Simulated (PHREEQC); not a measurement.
Dissolve 0.011 mol H2SO4, 0.31 mol Fe(NO3)3 and 0.00033 mol CO2 per kg of water at 25 °C. Closed to the air; pH follows from the charge balance.

The numbers come from PHREEQC with the ion-association model, wateq4f.dat.

```tsv
quantity	before	after
pH	1.49	1.56
Fe+3 (mol/kgw)	0.276	0.123
FeOH+2 (mol/kgw)	0.0221	0.0117
FeSO4+ (mol/kgw)	0.00989	0.00457
SI of Fe(OH)3(a) (Fe(OH)3)	-2.25	-2.28
SI of Goethite (FeOOH)	+3.65	+3.61
```

What was changed between the two runs?
A. CO2 left out
B. H2SO4 from 0.011 to 0.11 mol/kgw
C. H2SO4 from 0.011 to 0.022 mol/kgw
D. diluted 2-fold with water

D, diluted 2-fold with water

This is a speciation only: nothing precipitates in the calculation. The ionic strength passes 0.7 mol/kgw, the rough limit of the ion-association models, in every such run. Some of these states are supersaturated (in Hematite (slow to form), Goethite (slow to form), for instance).
